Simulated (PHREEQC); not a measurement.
Dissolve 0.069 mol/kgw HF, 0.027 mol/kgw NaF and 0.014 mol/kgw H2SiF6 at 60 °C. Closed to the air; pH follows from the charge balance.

The numbers come from PHREEQC with the ion-association model, wateq4f.dat.

Q: The ionic strength comes out as 0.0488 mol/kgw. What activity coefficients do F-, SiF6-2, H+, Na+, HF2- get?

A: F- 0.80, SiF6-2 0.44, H+ 0.85, Na+ 0.81, HF2- 0.80.

No solid was allowed to form. Away from 25 °C the constants follow the database's enthalpies or fits; those with neither stay at their 25 °C values. SiF6-2 is the database's only silicon fluoride.
